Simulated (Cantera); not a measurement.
A freely propagating, adiabatic, planar premixed flame of 13.5 % CH4, 0.404 % H2, 18.1 % O2, 68.1 % N2, equivalence ratio 1.5, unburnt at 525 K and 18000 Pa; mixture-averaged transport, grid criteria slope 0.08 and curve 0.16, no radiation.

Computed with Cantera and GRI-Mech 3.0 (53 species, 325 reactions). Burning velocities carry a grid error of a few per cent, more on coarse grids.

x: mole fraction of selected species; z is measured from the peak of heat release.

```json
[
 {"z (mm)": "-7.94", "T (K)": "525", "u (m/s)": "0.656", "x CH4": "0.134", "x H2": "0.00712", "x O2": "0.180", "x C2H": "<1e-8", "x HCO": "<1e-8", "x CH2O": "7.24e-8"},
 {"z (mm)": "-5.29", "T (K)": "530", "u (m/s)": "0.666", "x CH4": "0.133", "x H2": "…", "x O2": "0.179", "x C2H": "<1e-8", "x HCO": "<1e-8", "x CH2O": "…"},
 {"z (mm)": "-3.97", "T (K)": "546", "u (m/s)": "0.692", "x CH4": "0.131", "x H2": "0.0212", "x O2": "0.176", "x C2H": "<1e-8", "x HCO": "<1e-8", "x CH2O": "1.56e-5"},
 {"z (mm)": "-2.65", "T (K)": "644", "u (m/s)": "0.829", "x CH4": "0.121", "x H2": "0.0355", "x O2": "0.168", "x C2H": "<1e-8", "x HCO": "<1e-8", "x CH2O": "0.000127"},
 {"z (mm)": "-1.32", "T (K)": "1066", "u (m/s)": "1.41", "x CH4": "0.0839", "x H2": "0.0570", "x O2": "0.128", "x C2H": "<1e-8", "x HCO": "6.16e-7", "x CH2O": "0.000733"},
 {"z (mm)": "-0.662", "T (K)": "1429", "u (m/s)": "1.92", "x CH4": "0.0481", "x H2": "0.0681", "x O2": "0.0850", "x C2H": "2.18e-8", "x HCO": "1.14e-5", "x CH2O": "0.00100"},
 {"z (mm)": "0", "T (K)": "1754", "u (m/s)": "2.39", "x CH4": "0.0157", "x H2": "0.0752", "x O2": "0.0389", "x C2H": "6.62e-7", "x HCO": "3.22e-5", "x CH2O": "0.000558"},
 {"z (mm)": "0.662", "T (K)": "1922", "u (m/s)": "2.63", "x CH4": "…", "x H2": "0.0765", "x O2": "…", "x C2H": "…", "x HCO": "…", "x CH2O": "…"},
 {"z (mm)": "1.32", "T (K)": "1980", "u (m/s)": "2.71", "x CH4": "0.000596", "x H2": "0.0769", "x O2": "0.00367", "x C2H": "1.45e-6", "x HCO": "6.05e-6", "x CH2O": "4.68e-5"},
 {"z (mm)": "2.65", "T (K)": "2006", "u (m/s)": "2.74", "x CH4": "4.52e-5", "x H2": "0.0786", "x O2": "0.000377", "x C2H": "3.89e-7", "x HCO": "6.35e-7", "x CH2O": "4.67e-6"},
 {"z (mm)": "5.29", "T (K)": "2014", "u (m/s)": "2.75", "x CH4": "1.81e-6", "x H2": "0.0803", "x O2": "8.23e-5", "x C2H": "3.03e-8", "x HCO": "5.71e-8", "x CH2O": "2.16e-7"},
 {"z (mm)": "10.6", "T (K)": "2018", "u (m/s)": "2.75", "x CH4": "2.99e-8", "x H2": "0.0807", "x O2": "6.83e-5", "x C2H": "<1e-8", "x HCO": "2.85e-8", "x CH2O": "<1e-8"},
 {"z (mm)": "21.2", "T (K)": "2024", "u (m/s)": "2.76", "x CH4": "<1e-8", "x H2": "0.0810", "x O2": "5.42e-5", "x C2H": "<1e-8", "x HCO": "2.52e-8", "x CH2O": "<1e-8"}
]
```

**Question.** What belongs in the gaps?

**Answer.** 
- -5.29, x H2: 0.0135
- -5.29, x CH2O: 2.40e-6
- 0.662, x CH4: 0.00305
- 0.662, x O2: 0.0127
- 0.662, x C2H: 1.90e-6
- 0.662, x HCO: 1.95e-5
- 0.662, x CH2O: 0.000173
